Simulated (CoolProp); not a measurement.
A single-stage vapour-compression cycle with R236FA: evaporating at 329.15 K (dew point), condensing at 372.15 K (bubble point), superheat 5 K, subcooling 2 K, compressor efficiency 0.75, no pressure losses. Each further row changes one setting.

The numbers come from the reference Helmholtz-energy equation of state, Pan 2012 in CoolProp.

| case | cooling COP | pressure ratio | discharge temperature (K) | refrigerating effect (kJ/kg) | volumetric capacity (kJ/m³) |
|---|---|---|---|---|---|
| as stated | 3.77 | 2.76 | 374.5 | 72.6 | 3270 |
| evaporating temperature 334.15 K | 4.53 | 2.42 | 374.9 | 75.7 | 3900 |
| condensing temperature 367.15 K | ? | 2.48 | 369.5 | ? | ? |
| subcooling 7 K | ? | 2.76 | 374.5 | 80.4 | 3620 |
| superheat 15 K | ? | 2.76 | ? | 82.5 | 3520 |
| compressor efficiency 0.65 | 3.27 | 2.76 | 376.6 | 72.6 | 3270 |

Problem. Some entries are withheld; supply them.

Solution. 
- condensing temperature 367.15 K, cooling COP: 4.60
- condensing temperature 367.15 K, refrigerating effect (kJ/kg): 80.2
- condensing temperature 367.15 K, volumetric capacity (kJ/m³): 3610
- subcooling 7 K, cooling COP: 4.18
- superheat 15 K, cooling COP: 4.00
- superheat 15 K, discharge temperature (K): 382.8
